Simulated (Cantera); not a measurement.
Input: 1 mol Si₃N₄, 0.0055 mol C, 0.029 mol H₂, equilibrated at 2550 °C and 23.0 Pa.

Equilibrium computed with Cantera from the NASA thermochemical tables; the gas is ideal and each condensed phase is pure. Candidate condensed phases: C, C₆H₆, C₇H₈, C₈H₁₈, Si, SiC, Si₃N₄; 105 gas species. The tables' values for SiN are old estimates; treat these amounts as uncertain. Kinetics and transport are ignored.

Base state: Si 0.592, N₂ 0.395, H 0.0114, CN 0.000531, C 0.000427, SiN 0.000370, N 0.000172, Si₂ 8.12e-5 (mole fractions); condensed: gas only.

Question: What changes in the equilibrium state with this change: H₂ from 0.029 to 1.2 mol?

Answer: 
```tsv
species	before	after
Si	0.592	0.406
H	0.0114	0.319
N₂	0.395	0.271
H₂	3.83e-6	0.00298
SiH	3.00e-6	5.74e-5
HCN	2.06e-6	3.58e-5
Si₂C	1.47e-5	5.19e-6
SiC₂	4.66e-5	1.81e-5
```
